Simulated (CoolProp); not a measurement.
Vapour-liquid equilibrium of n-hexane (1) + hexamethyldisiloxane (MM) (2) at 0.0201 MPa; x and y are mole fractions of (1).

Computed with CoolProp (multi-fluid Helmholtz-energy mixture model, Thol 2019 and Thol 2016; pair parameters Bell 2016).

```
x      bubble temperature, mixture model (K)  bubble temperature, Raoult's law (K)  y, mixture model  y, Raoult's law
-----  -------------------------------------  ------------------------------------  ----------------  ---------------
0.05                                   324.4                                 324.0             0.125            0.139
0.125                                  321.6                                 320.8             0.279            0.308
0.2                                    319.1                                 317.8             0.406            0.443
0.275                                  316.7                                 315.1             0.513            0.550
0.35                                   314.5                                 312.7             0.605            0.638
0.425                                  312.3                                 310.5             0.685            0.711
0.5                                    310.2                                 308.5             0.754            0.771
0.575                                  308.2                                 306.6             0.814            0.822
0.65                                   306.2                                 304.8             0.864            0.865
0.725                                  304.2                                 303.2             0.906            0.902
0.8                                    302.4                                 301.7             0.940            0.934
0.875                                  300.6                                 300.3             0.968            0.961
0.95                                   299.1                                 298.9             0.989            0.986
```

The largest gap from Raoult's law is +1.8 K in bubble temperature, at x = 0.425. No azeotrope shows between x = 0.05 and 0.95.

The pair parameters rest on a limited set of measurements; away from them the model extrapolates.
